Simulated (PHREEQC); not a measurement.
Polishing slurry liquid: speciation

Make-up at 60 °C: 22 mmol/kgw HNO3, 0.048 mmol/kgw H4SiO4 and 1 mmol/kgw H3BO3. Closed to the air; pH follows from the charge balance.

Model: ion-association model, phreeqc.dat, run in PHREEQC.

Each row changes one thing in this solution. This is a speciation only: nothing precipitates in the calculation.

| case | pH | SI of Quartz (SiO2) |
|---|---|---|
| as made | 1.71 | -0.80 |
| temperature from 60 to 15 °C | 1.71 | [?] |
| H4SiO4 replaced by Na2SiO3 at the same molality | 1.72 | -0.80 |
| HNO3 from 0.022 to 0.22 mol/kgw | 0.76 | [?] |
| 0.00056 mol/kgw Na2SO4 added | 1.72 | -0.80 |
| H4SiO4 from 4.8e-05 to 9.6e-06 mol/kgw | 1.71 | -1.50 |

Question: Some entries are withheld; supply them.

Answer: 
- temperature from 60 to 15 °C, SI of Quartz (SiO2): -0.18
- HNO3 from 0.022 to 0.22 mol/kgw, SI of Quartz (SiO2): -0.77

Complexes and solids missing from the database can't appear. At this temperature some constants are extrapolated from 25 °C, and those without enthalpy data are left unchanged.
